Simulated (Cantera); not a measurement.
A Cantera script and what it prints.

```python
import numpy as np
import cantera as ct

gas_names = """
    CL CL2 H HCL H2 Si SiCL SiCL2 SiCL3 SiCL4 SiH SiHCL3 SiH2 SiH2CL2 SiH3 SiH3CL SiH4 Si2 Si3
""".split()
cond_names = """
    Si(cr) Si(L)
""".split()


# ... load() reads the species with a 1 bar reference pressure and builds the phases ...
atoms = {
    'SiH4': {'Si': 1, 'H': 4},
    'HCl': {'H': 1, 'CL': 1},
    'H2': {'H': 2},
}
top_T = {}  # K; cautious upper limits of use, not melting points


# ... equilibrate(T, P, feed) seeds the gas with the atoms and calls Mixture.equilibrate('TP', solver="vcs", rtol=1e-11, max_steps=5000) ...
results = []
feed = {'SiH4': 1, 'HCl': 0.052, 'H2': 240}  # mol
T = 1525  # K
P = 860  # Pa
mix = equilibrate(T, P, feed)
results.append((T, P, feed, dict(zip(mix.species_names, mix.species_moles))))
x = sorted(zip(gas.X, gas.species_names), reverse=True)
print(f"T = {T:g} K  P = {P:g} Pa  gas = {mix.phase_moles(0):.4g} mol")
print("   x: " + "  ".join(f"{s} {v:.3e}" for v, s in x if v > 1e-05))
print("   condensed (mol): " + ("  ".join(f"{mix.phase(i).name} {mix.phase_moles(i):.4g}"
      for i in range(1, mix.n_phases) if mix.phase_moles(i) > 1e-12) or "none"))
```

Result:

```
T = 1525 K  P = 860 Pa  gas = 242.1 mol
   x: H2 9.995e-01  H 2.550e-04  HCL 2.144e-04
   condensed (mol): Si(cr) 0.9988
```

These are equilibrium values from Cantera (NASA tables, ideal gas, pure condensed phases), not measurements of a reactor.
